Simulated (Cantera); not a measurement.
Input: 1 mol FeS2, 0.49 mol O2, 4.4 mol N2, held at 827 °C and 13300 Pa.

Method: chemical equilibrium by Gibbs-energy minimisation in Cantera with the NASA 1993 tables (ideal gas, pure condensed phases). Candidate condensed phases: Fe, FeO, FeS, FeSO4, FeS2, Fe2O3, Fe2(SO4)3, Fe3O4, S; 19 gas species. FeS: taken at fixed stoichiometry. Gases not in the tables: S3 to S7. Kinetics and transport are ignored.

Base state: N2 0.855, SO2 0.0947, S2 0.0488, S2O 0.00108, SO 5.96e-5 (mole fractions); condensed: FeS(s).

**Question.** What changes in the equilibrium state with this change: pressure from 13300 Pa to 101000 Pa?

**Answer.** 
| species | before | after |
|---|---|---|
| N2 | 0.855 | 0.856 |
| SO2 | 0.0947 | 0.0944 |
| S2 | 0.0488 | 0.0482 |
| S2O | 0.00108 | 0.00177 |
| SO | 5.96e-5 | 3.58e-5 |
| FeS(s), mol | 1.00 | 1.00 |

**Question.** What changes in the equilibrium state with this change: N2 from 4.4 to 23 mol?

**Answer.** 
| species | before | after |
|---|---|---|
| N2 | 0.855 | 0.969 |
| SO2 | 0.0947 | 0.0205 |
| S2 | 0.0488 | 0.0106 |
| S2O | 0.00108 | 0.000160 |
| SO | 5.96e-5 | 1.90e-5 |
| FeS(s), mol | 1.00 | 1.00 |
